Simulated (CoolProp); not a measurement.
Saturation properties of chlorine.

The numbers come from the reference Helmholtz-energy equation of state, Thol 2021 in CoolProp.

```
T (°C)  p (MPa)  liquid density (kg/m³)  vapour density (kg/m³)  enthalpy of vaporisation (kJ/kg)
------  -------  ----------------------  ----------------------  --------------------------------
-17.95   0.1952                    1519                   6.808                             277.5
-15.65   0.2129                    1513                   7.379                             276.1
-13.25   0.2326                    1506                   8.013                             274.6
-10.95   0.2528                    1499                   8.658                             273.2
-8.55    0.2753                    1492                   9.373                             271.7
-6.25    0.2983                    1486                   10.10                             270.2
-3.85    0.3238                    1479                   10.90                             268.6
-1.45    0.3509                    1472                   11.75                             267.0
0.85     0.3785                    1465                   12.61                             265.5
3.25     0.4090                    1458                   13.56                             263.9
5.55     0.4399                    1452                   14.52                             262.3
7.95     0.4739                    1444                   15.58                             260.6
```

It boils at -34.0 °C under 1 atm.
